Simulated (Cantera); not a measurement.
Input: 1 mol Si₃N₄, 18 mol H₂, at 0.760 bar.

These are equilibrium values from Cantera (NASA tables, ideal gas, pure condensed phases), not measurements of a reactor. Candidate condensed phases: Si, Si₃N₄; 18 gas species. Mutual solubility and eutectic melting of coexisting phases are not modelled. Gases not in the tables: Si₂H₆ and higher silanes. Kinetics and transport are ignored. All values below are at 1823 K.

Base state: H₂ 0.983, N₂ 0.0168, H 0.000493, SiH₂ 3.45e-5 (mole fractions); condensed: Si(l) + Si₃N₄(s).

### Question
What changes in the equilibrium state with this change: pressure from 0.760 bar to 20.0 Pa?

### Answer
| species | before | after |
|---|---|---|
| H₂ | 0.983 | 0.853 |
| N₂ | 0.0168 | 0.0963 |
| H | 0.000493 | 0.0283 |
| Si | 5.82e-6 | 0.0221 |
| Si₃ | 8.85e-9 | 3.36e-5 |
| Si₂ | 3.76e-8 | 0.000143 |
| Si(l), mol | 0.460 | 2.52 |
| Si₃N₄(s), mol | 0.846 | 0 |
The tables' values for SiN are old estimates; treat these amounts as uncertain.
